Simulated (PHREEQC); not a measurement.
Make-up at 20 °C: 100 mmol/kgw HF, 0.19 mmol/kgw NH4F and 0.43 mmol/kgw H2SiF6. Closed to the air; pH follows from the charge balance.

All values are PHREEQC results (ion-association model, phreeqc.dat), not measurements.

Each row changes one thing in this solution. Precipitation was switched off in this run.

| case | pH | ionic strength (mol/kgw) | HF (mol/kgw) | F- (mol/kgw) | HF2- (mol/kgw) | SI of Quartz (SiO2) |
|---|---|---|---|---|---|---|
| as made | 2.02 | 0.0112 | 0.0879 | 0.00746 | 0.00242 | -8.76 |
| temperature from 20 to 50 °C | 2.12 | 0.00895 | 0.0904 | 0.00550 | 0.00216 | -6.85 |
| NH4F replaced by NH4Cl at the same molality | 2.01 | 0.0113 | 0.0878 | 0.00740 | 0.00239 | -8.75 |
| diluted 100-fold with water | 3.25 | 0.000585 | 0.000442 | 0.000584 | 9.49e-7 | -1.32 |
| temperature from 20 to 40 °C | 2.08 | 0.00968 | 0.0895 | 0.00610 | 0.00229 | -7.49 |
| HF left out | 3.04 | 0.00130 | 0.00101 | 0.000837 | 3.12e-6 | (withheld) |
| H2SiF6 from 0.00043 to 0.00086 mol/kgw | (withheld) | 0.0121 | 0.0883 | 0.00720 | 0.00234 | -8.44 |
| HF from 0.1 to 0.05 mol/kgw | 2.19 | 0.00754 | 0.0431 | 0.00540 | 0.000856 | -7.22 |

Question: Fill in the missing entries.

Answer: 
- HF left out, SI of Quartz (SiO2): +0.50
- H2SiF6 from 0.00043 to 0.00086 mol/kgw, pH: 2.00

Some of these states are supersaturated (in Quartz (slow to form), for instance). Constants without temperature data keep their 25 °C values here. SiF6-2 is the database's only silicon fluoride.
